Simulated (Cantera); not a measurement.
Charge: 1 mol SiH₄, 21 mol CO₂, 93 mol H₂, at 1.00 bar.

Equilibrium computed with Cantera from the NASA thermochemical tables; the gas is ideal and each condensed phase is pure. Candidate condensed phases: C, C₆H₆, C₇H₈, C₈H₁₈, H₂O, Si, SiC, SiO₂; 123 gas species. The tables hold silica as quartz up to 1696 K and as liquid above; real silica turns to tridymite and cristobalite and melts near 1996 K. Gases not in the tables: Si(OH)₄. The numbers say what is thermodynamically allowed, not how fast it happens.

Q: Which condensed phases are stable at each of these points (T (°C)): 700, 800, 900, 1000, 1100, 1200, 1300, 1400, 1500, 1600, 1700, 1800?

A: 
| T (°C) | condensed phases | Si condensed (%) |
|---|---|---|
| 700 | SiO₂(β-quartz) | 100.0 |
| 800 | SiO₂(β-quartz) | 100.0 |
| 900 | SiO₂(β-quartz) | 100.0 |
| 1000 | SiO₂(β-quartz) | 100.0 |
| 1100 | SiO₂(β-quartz) | 100.0 |
| 1200 | SiO₂(β-quartz) | 100.0 |
| 1300 | SiO₂(β-quartz) | 100.0 |
| 1400 | SiO₂(β-quartz) | 100.0 |
| 1500 | SiO₂(condensed) | 99.9 |
| 1600 | SiO₂(condensed) | 99.6 |
| 1700 | SiO₂(condensed) | 97.7 |
| 1800 | SiO₂(l) | 89.4 |

From 700 °C to 1400 °C the condensed part is SiO₂(β-quartz). From 1500 °C to 1700 °C the condensed part is SiO₂(condensed). At 1800 °C the condensed part is SiO₂(l).
